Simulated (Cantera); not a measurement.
Cantera run, input and output.

```python
import numpy as np
import cantera as ct

gas = ct.Solution("gri30.yaml")
gas.TPX = 448, 1000000, {'CH4': 1, 'CO': 0.13, 'O2': 2.06, 'N2': 7.76}
flame = ct.FreeFlame(gas, width=0.008)
flame.set_refine_criteria(ratio=3, slope=0.08, curve=0.16)
flame.transport_model = "mixture-averaged"
flame.solve(loglevel=0, auto=True)
flame.transport_model = "multicomponent"
flame.soret_enabled = False
flame.solve(loglevel=0, refine_grid=True)
z, T = flame.grid, flame.T
thick = (T[-1] - T[0]) / np.gradient(T, z).max()
show = ['CH4', 'CO', 'O2', 'CH2O', 'NO2', 'CH3']
print(f"laminar burning velocity  {flame.velocity[0] * 100:.3f} cm/s")
print(f"burnt temperature         {T[-1]:.1f} K")
print(f"thermal thickness         {thick * 1e3:.4f} mm")
print(f"grid points               {len(z)}")
z0 = z[flame.heat_release_rate.argmax()]
print(f"{'z/mm':>9s}{'T/K':>9s}{'u/(m/s)':>9s}" + "".join(f"{s:>11s}" for s in show))
rows = []
for k in (-3, -2, -1.5, -1, -0.5, -0.25, 0, 0.25, 0.5, 1, 2, 4, 8):
    zz = z0 + k * thick
    rows.append([k * thick, np.interp(zz, z, T), np.interp(zz, z, flame.velocity),
                 *(np.interp(zz, z, flame.X[gas.species_index(s)]) for s in show)])
    print(f"{rows[-1][0] * 1e3:9.3f}{rows[-1][1]:9.1f}{rows[-1][2]:9.3f}" + "".join(f"{x:11.3e}" for x in rows[-1][3:]))
```

Output:

```
laminar burning velocity  30.749 cm/s
burnt temperature         2362.5 K
thermal thickness         0.0794 mm
grid points               141
     z/mm      T/K  u/(m/s)        CH4         CO         O2       CH2O        NO2        CH3
   -0.238    448.6    0.308  9.123e-02  1.187e-02  1.880e-01  2.257e-07  1.954e-09  1.476e-09
   -0.159    454.0    0.312  9.083e-02  1.191e-02  1.874e-01  3.506e-06  2.695e-08  1.537e-08
   -0.119    472.9    0.326  8.969e-02  1.213e-02  1.859e-01  1.984e-05  1.389e-07  7.448e-08
   -0.079    586.0    0.406  8.338e-02  1.374e-02  1.772e-01  1.781e-04  9.859e-07  1.022e-06
   -0.040   1080.6    0.756  5.478e-02  2.317e-02  1.341e-01  1.172e-03  2.868e-06  8.610e-05
   -0.020   1521.1    1.068  2.766e-02  3.335e-02  8.981e-02  1.319e-03  1.104e-06  7.419e-04
    0.000   1943.8    1.364  4.265e-03  3.988e-02  4.194e-02  4.077e-04  9.108e-08  1.059e-03
    0.020   2119.5    1.478  9.212e-05  2.980e-02  2.006e-02  2.232e-05  5.716e-08  4.931e-05
    0.040   2192.4    1.521  1.125e-06  2.158e-02  1.395e-02  3.607e-07  6.377e-08  7.471e-07
    0.079   2264.6    1.565  7.966e-10  1.548e-02  9.791e-03  6.211e-10  6.383e-08  6.326e-10
    0.159   2318.6    1.597  1.030e-13  1.158e-02  6.904e-03  1.767e-10  5.867e-08  1.786e-13
    0.318   2349.0    1.615  1.976e-15  9.150e-03  5.191e-03  1.090e-10  5.561e-08  3.247e-15
    0.636   2360.7    1.622  4.779e-16  8.120e-03  4.493e-03  8.612e-11  6.374e-08  7.437e-16
```

Detailed kinetics in Cantera: GRI-Mech 3.0 (53 species, 325 reactions). Burning velocities carry a grid error of a few per cent, more on coarse grids.
